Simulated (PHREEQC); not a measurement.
A solution holds 0.26 mol/kgw FeCl3, 0.00026 mol/kgw CaCl2, 0.0023 mol/kgw H2SO4 and 0.00013 mol/kgw Na2SO4, at 25 °C. Closed to the air; pH follows from the charge balance.

All values are PHREEQC results (ion-association model, phreeqc.dat), not measurements.

Each row changes one thing in this solution. This is a speciation only: nothing precipitates in the calculation.

```csv
case,pH,ionic strength (mol/kgw),Cl- (mol/kgw),FeCl+2 (mol/kgw),FeCl2+ (mol/kgw),Fe+3 (mol/kgw),SI of Fe(OH)3(a) (Fe(OH)3),SI of Goethite (FeOOH)
as made,1.85,0.803,0.514,0.147,0.0584,0.0373,-1.92,+3.98
0.013 mol/kgw NaCl added,1.86,0.811,0.525,0.147,[?],0.0365,-1.90,+3.99
0.29 mol/kgw NaHSO4 added,0.92,1.03,0.652,0.0658,0.0305,0.0134,-5.20,+0.71
FeCl3 from 0.26 to 0.234 mol/kgw,[?],0.742,0.471,0.131,0.0491,0.0361,-1.95,+3.95
```

Complete the blanks.


- 0.013 mol/kgw NaCl added, FeCl2+ (mol/kgw): 0.0594
- FeCl3 from 0.26 to 0.234 mol/kgw, pH: 1.84

The ionic strength passes 0.7 mol/kgw, the rough limit of the ion-association models, in every such run. Some of these states are supersaturated (in Hematite (slow to form), Goethite (slow to form), for instance).
